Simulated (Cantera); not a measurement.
## Equilibrium for chlorosilane synthesis and conversion: SiCl4 + H2

A closed system holds: 1 mol SiCl4, 0.67 mol H2, at 0.810 bar.

Method: chemical equilibrium by Gibbs-energy minimisation in Cantera with the NASA 1993 tables (ideal gas, pure condensed phases). Candidate condensed phases: Si; 19 gas species. The tables' values for SiCl3 are old estimates; treat these amounts as uncertain. Rates play no part.

From 573 K to 1173 K nothing is condensed. The main Si-bearing gas is SiCl4 throughout.

| T (K) | x SiCl4 | x H2 | x HCl | x SiHCl3 | x SiCl3 |
|---|---|---|---|---|---|
| 573 | 0.597 | 0.399 | 0.00183 | 0.00183 | 3.71e-9 |
| 623 | 0.595 | 0.398 | 0.00331 | 0.00331 | 4.10e-8 |
| 673 | 0.593 | 0.396 | 0.00545 | 0.00545 | 3.16e-7 |
| 723 | 0.590 | 0.393 | 0.00834 | 0.00832 | 1.83e-6 |
| 773 | 0.587 | 0.389 | 0.0120 | 0.0120 | 8.40e-6 |
| 823 | 0.582 | 0.385 | 0.0165 | 0.0164 | 3.19e-5 |
| 873 | 0.577 | 0.379 | 0.0218 | 0.0215 | 0.000104 |
| 923 | 0.571 | 0.373 | 0.0279 | 0.0273 | 0.000295 |
| 973 | 0.564 | 0.367 | 0.0347 | 0.0335 | 0.000748 |
| 1023 | 0.556 | 0.359 | 0.0424 | 0.0399 | 0.00172 |
| 1073 | 0.547 | 0.351 | 0.0512 | 0.0460 | 0.00359 |
| 1123 | 0.536 | 0.342 | 0.0615 | 0.0512 | 0.00690 |
| 1173 | 0.523 | 0.333 | 0.0740 | 0.0548 | 0.0122 |
x: gas mole fraction; nothing condenses.
